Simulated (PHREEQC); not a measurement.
A PHREEQC speciation (ion-association model, phreeqc.dat) at 25 °C gives pH 1.92 and these molalities:

| species | mol/kgw |
|---|---|
| H+ | 0.0134 |
| SO4-2 | 0.00481 |
| HSO4- | 0.00380 |

**Question.** What are the element totals, and what could have been dissolved in 1 kg of water to give them?

**Answer.** Several could match; the one computed here: totals S(6) 0.00860 mol/kgw, from 8.6 mmol/kgw H2SO4.

This is a speciation only: nothing precipitates in the calculation.
